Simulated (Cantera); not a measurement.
An adiabatic, constant-volume homogeneous reactor starts with CH4 : O2 : N2 : H2O = 1 : 5.71 : 21.5 : 1.8 (molar parts), at 1775 K and 2600000 Pa.

Model: GRI-Mech 3.0 (53 species, 325 reactions), integrated in Cantera. The pressure lies above the range GRI-Mech 3.0 was tuned for (to about 10 atm).

Predict: time of steepest temperature rise; temperature at 2.00 s; equilibrium temperature; x(O2) at 2.00 s; x(H2O) at 2.00 s; x(CO2) at 2.00 s.


```json
{
 "time_of_steepest_temperature_rise": "7.64 µs",
 "temperature at 2.00 s": "2542 K",
 "equilibrium_temperature": "2542 K",
 "x(O2) at 2.00 s": "0.113 (gas-phase equilibrium 0.113)",
 "x(H2O) at 2.00 s": "0.123 (gas-phase equilibrium 0.123)",
 "x(CO2) at 2.00 s": "0.0325 (gas-phase equilibrium 0.0325)"
}
```
